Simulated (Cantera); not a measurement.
A perfectly stirred reactor is fed with N₂O : H₂ : N₂ = 1 : 0.0089 : 0.52 (molar parts), at 0.132 atm; it is held at 1250 K, and followed from long to short residence time.

Model: GRI-Mech 3.0 (53 species, 325 reactions), integrated in Cantera. GRI-Mech 3.0 was tuned for natural gas; its chemistry of N2O as a main component is partial and can be far from experiment. The mechanism lacks the step 2 NO + O2 → 2 NO2, which can matter for NO2 below about 1400 K. The temperature is held fixed by assumption; the heat of reaction is taken as removed at once.

One state of this run: x N₂O = 0.639; x H₂ = 0.000968; x H₂O = 0.00482; x NO = 0.000899; x H₂O₂ = 2.00e-8; x H = 4.84e-7. x: mole fraction; the columns are a selection and need not sum to one.

Task: Which value of τ (s) does it belong to?
(A) 8.5
(B) 0.060
(C) 0.71
(D) 0.0051

Result: B, 0.060
